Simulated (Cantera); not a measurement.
Input: 1 mol C, 0.012 mol NH₃, 42 mol N₂, equilibrated at 2025 K and 0.000140 bar.

Method: chemical equilibrium by Gibbs-energy minimisation in Cantera with the NASA 1993 tables (ideal gas, pure condensed phases). Candidate condensed phases: C, C₆H₆, C₇H₈, C₈H₁₈; 92 gas species. Equilibrium is a limit: real reactors are often held back by kinetics, nucleation or transport.

**Question.** What is the equilibrium state?

**Answer.** x(N₂): 0.999
x(H): 0.000737
x(HCN): 7.36e-5
x(CN): 6.58e-5
x(H₂): 2.05e-5
x(HNC): 4.38e-6
x(C₂N₂): 2.29e-6
n(C(graphite)): 0.994 mol
gas amount: 42.04 mol
